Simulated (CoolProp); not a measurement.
Computed with CoolProp (reference Helmholtz-energy equation of state, Thol 2017).

Question: Give the vapour pressure (kPa), liquid density (kg/m³), vapour density (kg/m³), enthalpy of vaporisation (kJ/kg) of saturated octamethyltrisiloxane (MDM) at 111.15, 118.55, 133.45 °C.

Answer: 
| T (°C) | p (kPa) | liquid density (kg/m³) | vapour density (kg/m³) | enthalpy of vaporisation (kJ/kg) |
|---|---|---|---|---|
| 111.15 | 29.6 | 724 | 2.26 | 170 |
| 118.55 | 37.8 | 716 | 2.85 | 167 |
| 133.45 | 59.8 | 698 | 4.41 | 161 |
